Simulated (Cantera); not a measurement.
# Equilibrium for carbon deposition, reforming and gasification: n-butane + H2O + H2

Input: 1 mol n-butane, 1.6 mol H2O, 1.2 mol H2, held at 2148 K.

Equilibrium computed with Cantera from the NASA thermochemical tables; the gas is ideal and each condensed phase is pure. Candidate condensed phases: C, C6H6, C7H8, C8H18, H2O; 110 gas species. The ideal-gas law is rough above about 30 bar. Equilibrium is a limit: real reactors are often held back by kinetics, nucleation or transport.

```
P (Pa)    log p H2  log p H  log p CO  log p CH4  n C(graphite)
--------  --------  -------  --------  ---------  -------------
10           -4.26    -4.51     -4.84     -12.05           2.38
56           -3.41    -4.09     -4.05     -10.35           2.37
320          -2.61    -3.68     -3.28      -8.75           2.37
1800         -1.84    -3.30     -2.52      -7.21           2.37
10000        -1.09    -2.92     -1.77      -5.71           2.37
56000        -0.34    -2.55     -1.02      -4.20           2.37
320000        0.42    -2.17     -0.26      -2.69           2.36
1800000       1.17    -1.79      0.49      -1.19           2.34
10000000      1.91    -1.43      1.24       0.28           2.20
```
log p: log10 of the partial pressure in bar; n: condensed amount in mol.

From 10.0 Pa to 1.00e7 Pa the condensed part is C(graphite). The main C-bearing gas is CO throughout. The share of C in condensed phases is highest at 10.0 Pa (59.4 %) and lowest at 1.00e7 Pa (54.9 %).
